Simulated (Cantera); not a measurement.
Feed: 1 mol Ti(OiPr)₄, 16 mol O₂, at 1600 K and 1330 Pa.

Equilibrium computed with Cantera from the NASA thermochemical tables; the gas is ideal and each condensed phase is pure. Candidate condensed phases: C, C₆H₆, C₇H₈, C₈H₁₈, H₂O, Ti, TiC, TiO, TiO₂, Ti₂O₃, Ti₃O₅, Ti₄O₇; 113 gas species. The feed counts by its element totals alone. Kinetics and transport are ignored.

Base state: H₂O 0.490, CO₂ 0.356, CO 0.105, H₂ 0.0483, H 0.000103, OH 4.11e-5 (mole fractions); condensed: TiO₂(rutile).

### Question
What changes in the equilibrium state with this change: temperature from 1600 K to 1950 K?

### Answer
```json
[
 {"species": "H₂O", "before": "0.490", "after": "0.497"},
 {"species": "CO₂", "before": "0.356", "after": "0.344"},
 {"species": "CO", "before": "0.105", "after": "0.116"},
 {"species": "H₂", "before": "0.0483", "after": "0.0382"},
 {"species": "O₂", "before": "3.40e-7", "after": "0.000485"},
 {"species": "O", "before": "7.32e-8", "after": "8.61e-5"},
 {"species": "TiO₂(rutile), mol", "before": "1.00", "after": "1.000"}
]
```
